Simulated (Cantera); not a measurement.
A Cantera script and what it prints.

```python
import numpy as np
import cantera as ct

gas_names = [...]  # 123 gases of nasa_gas.yaml made of C, H, O, Si
cond_names = """
    C(gr) C6H6(L) C7H8(L) C8H18(L),n-octa H2O(s) H2O(L) Si(cr) Si(L) SiC(b) SiO2(Lqz) SiO2(hqz) SiO2(L)
""".split()


# ... load() reads the species with a 1 bar reference pressure and builds the phases ...
atoms = {
    'SiC': {'Si': 1, 'C': 1},
    'O2': {'O': 2},
    'H2': {'H': 2},
}
top_T = {'C(gr)': 4500, 'SiC(b)': 3050}  # K; cautious upper limits of use, not melting points


# ... equilibrate(T, P, feed) seeds the gas with the atoms and calls Mixture.equilibrate('TP', solver="vcs", rtol=1e-11, max_steps=5000) ...
results = []
feed = {'SiC': 1, 'O2': 0.15, 'H2': 48}  # mol
T = 1950  # K
P = 1333.22  # Pa
mix = equilibrate(T, P, feed)
results.append((T, P, feed, dict(zip(mix.species_names, mix.species_moles))))
x = sorted(zip(gas.X, gas.species_names), reverse=True)
print(f"T = {T:g} K  P = {P:g} Pa  gas = {mix.phase_moles(0):.4g} mol")
print("   x: " + "  ".join(f"{s} {v:.3e}" for v, s in x if v > 1e-06))
print("   condensed (mol): " + ("  ".join(f"{mix.phase(i).name} {mix.phase_moles(i):.4g}"
      for i in range(1, mix.n_phases) if mix.phase_moles(i) > 1e-12) or "none"))
```

Result:

```
T = 1950 K  P = 1333.22 Pa  gas = 48.58 mol
   x: H2 9.831e-01  H 9.844e-03  CO 3.530e-03  SiO 2.646e-03  Si 7.714e-04  SiH 6.755e-05  SiH2 3.367e-05  Si2C 1.702e-05  C2H2,acetylene 5.926e-06  Si2 3.051e-06
   condensed (mol): SiC(b) 0.8271
```

Method: chemical equilibrium by Gibbs-energy minimisation in Cantera with the NASA 1993 tables (ideal gas, pure condensed phases). Gases not in the tables: Si2H6 and higher silanes.
